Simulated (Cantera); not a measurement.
**Thermodynamics of silicon etching in halogen gases, feed Si + HBr + H₂**

Input: 1 mol Si, 18 mol HBr, 22 mol H₂, at 75.0 Torr.

Method: chemical equilibrium by Gibbs-energy minimisation in Cantera with the NASA 1993 tables (ideal gas, pure condensed phases). Candidate condensed phases: Br₂, Si; 19 gas species. The tables' values for SiBr₃ are old estimates; treat these amounts as uncertain. Kinetics and transport are ignored.

| T (°C) | log p H₂ | log p HBr | log p SiBr₄ | log p SiBr₂ | log p SiBr₃ | log p SiHBr₃ | log p Br | log p SiH₂Br₂ |
|---|---|---|---|---|---|---|---|---|
| 625 | -1.21 | -1.44 | -2.59 | -8.11 | -6.74 | -5.16 | -7.15 | -8.06 |
| 675 | -1.21 | -1.44 | -2.59 | -7.26 | -6.21 | -4.95 | -6.69 | -7.63 |
| 725 | -1.21 | -1.44 | -2.59 | -6.49 | -5.74 | -4.76 | -6.27 | -7.25 |
| 775 | -1.21 | -1.44 | -2.60 | -5.79 | -5.31 | -4.59 | -5.89 | -6.90 |
| 825 | -1.21 | -1.44 | -2.60 | -5.17 | -4.93 | -4.43 | -5.54 | -6.59 |
| 875 | -1.21 | -1.44 | -2.61 | -4.60 | -4.59 | -4.30 | -5.23 | -6.31 |
| 925 | -1.21 | -1.44 | -2.63 | -4.10 | -4.28 | -4.19 | -4.93 | -6.07 |
| 975 | -1.21 | -1.44 | -2.66 | -3.67 | -4.03 | -4.11 | -4.66 | -5.88 |
| 1025 | -1.22 | -1.43 | -2.74 | -3.31 | -3.84 | -4.08 | -4.41 | -5.75 |
log p: log10 of the partial pressure in bar; nothing condenses.

From 625 °C to 1025 °C nothing is condensed. The main Si-bearing gas is SiBr₄ throughout.
